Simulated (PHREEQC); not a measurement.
# Leach liquor: speciation

Consider water at 20 °C with 4.6 mmol/kgw HCl, 130 mmol/kgw Li2SO4 and 150 mmol/kgw Na2SO4. Closed to the air; pH follows from the charge balance.

All values are PHREEQC results (ion-association model, phreeqc.dat), not measurements.

Each row changes one thing in this solution. No solid was allowed to form.

| case | pH | ionic strength (mol/kgw) | SO4-2 (mol/kgw) | HSO4- (mol/kgw) |
|---|---|---|---|---|
| as made | 3.08 | 0.672 | 0.194 | 0.00349 |
| temperature from 20 to 60 °C | 3.39 | 0.668 | 0.192 | 0.00405 |
| Na2SO4 left out | 2.96 | 0.337 | 0.101 | 0.00319 |
| Li2SO4 left out | 2.98 | 0.380 | 0.113 | 0.00325 |
| temperature from 20 to 50 °C | 3.30 | 0.668 | 0.192 | 0.00393 |
| HCl replaced by KCl at the same molality | 7.35 | 0.676 | 0.196 | 1.88e-7 |
| diluted 100-fold with water | 4.44 | 0.00834 | 0.00275 | 6.59e-6 |
| HCl from 0.0046 to 0.0069 mol/kgw | 2.90 | 0.671 | 0.192 | 0.00523 |

Complexes and solids missing from the database can't appear. Constants without temperature data keep their 25 °C values here.
